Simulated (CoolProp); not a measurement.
Vapour-liquid equilibrium of propylene (1) + isobutane (2) at 244.9 K; x and y are mole fractions of (1).

The numbers come from the multi-fluid Helmholtz-energy mixture model, Lemmon 2013 and Bücker 2006; pair parameters Bell 2016 in CoolProp.

Q: Give the bubble pressure and the first vapour's composition at x = 0.05, 0.5, 0.65. Is there an azeotrope?

A: x = 0.05: 0.06240 MPa, y = 0.224; x = 0.5: 0.1217 MPa, y = 0.763; x = 0.65: 0.1467 MPa, y = 0.869. No azeotrope shows between x = 0.05 and 0.95.

Pair parameters are fitted to limited data, so mixtures are less certain than the pure fluids. The gap from Raoult's law changes sign with composition, which may be real or a fault of the pair parameters; it wasn't checked against measurements.
